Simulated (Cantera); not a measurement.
Charge: 1 mol CaF2, 14 mol H2, 12 mol N2, at 800 Pa.

These are equilibrium values from Cantera (NASA tables, ideal gas, pure condensed phases), not measurements of a reactor. Candidate condensed phases: Ca, CaF2; 25 gas species. Equilibrium is a limit: real reactors are often held back by kinetics, nucleation or transport.

### Question
Which condensed phases are stable at each of these points (T (K)): 700, 800, 900, 1000, 1100, 1200, 1300, 1400, 1500, 1600, 1700, 1800, 1900, 2000?

### Answer
```
T (K)  condensed phases  Ca condensed (%)
-----  ----------------  ----------------
700             CaF2(s)             100.0
800             CaF2(s)             100.0
900             CaF2(s)             100.0
1000            CaF2(s)             100.0
1100            CaF2(s)             100.0
1200            CaF2(s)             100.0
1300            CaF2(s)             100.0
1400            CaF2(s)              99.9
1500            CaF2(s)              98.9
1600            CaF2(s)              93.2
1700            CaF2(l)              65.1
1800           gas only               0.0
1900           gas only               0.0
2000           gas only               0.0
```

From 700 K to 1600 K the condensed part is CaF2(s). At 1700 K the condensed part is CaF2(l). From 1800 K to 2000 K nothing is condensed.
